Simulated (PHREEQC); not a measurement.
## Polishing slurry liquid (model solution)

Consider water at 34 °C with 0.054 mol NH3, 0.29 mol K2SO4 and 2.8e-05 mol CO2 per kg of water. Closed to the air; pH follows from the charge balance.

All values are PHREEQC results (ion-association model, phreeqc.dat), not measurements.

This is a speciation only: nothing precipitates in the calculation.

**Question.** What pH, activity of water, density does the model give?

**Answer.** pH 10.81; activity of water 0.986; density 1.032 g/cm³.

**Question.** In which forms is S present?

**Answer.** SO4-2 61 %, KSO4- 39 % of the S.

Complexes and solids missing from the database can't appear.
